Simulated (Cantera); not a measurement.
A perfectly stirred reactor is fed with 22.7 % C2H6, 77.3 % H2, at 0.330 bar; it is held at 1950 K, and followed from long to short residence time.

Cantera simulation using GRI-Mech 3.0 (53 species, 325 reactions); the numbers are that mechanism's predictions, not measurements. GRI-Mech 3.0 stops at C3 and has no aromatics, soot or wall deposition, so with more carbon than oxygen in the feed, carbon stays in small species such as C2H2 where larger ones or solid carbon would form.

One state of this run: x C2H6 = 0.000622; x H2 = 0.783; x C2H = 6.40e-6; x CH4 = 0.0822; x C2H4 = 0.00326; x CH3 = 0.00550. x: mole fraction; the columns are a selection and need not sum to one.

Which value of τ (s) does it belong to?
(A) 0.00080
(B) 0.094
(C) 0.0015
(D) 0.028

C, 0.0015
